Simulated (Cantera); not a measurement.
An adiabatic, constant-pressure homogeneous reactor starts with CH3OH : O2 : N2 = 1 : 3 : 24 (molar parts), equivalence ratio 0.50, at 1650 K and 1.00 bar.

Model: GRI-Mech 3.0 (53 species, 325 reactions), integrated in Cantera. GRI-Mech 3.0 was tuned for natural gas; its chemistry of methanol as a main component is partial and can be far from experiment.

One state of this run: T (K) = 1650; x CH3OH = 0.0348; x O2 = 0.107; x NO = 1.44e-11; x N2O = 4.68e-9; x OH = 7.19e-6. x: mole fraction; the columns are a selection and need not sum to one.

**Question.** Which value of t (s) does it belong to?
A) 0.00473
B) 0.00156
C) 1.84e-5
D) 0.000514

**Answer.** C, 1.84e-5
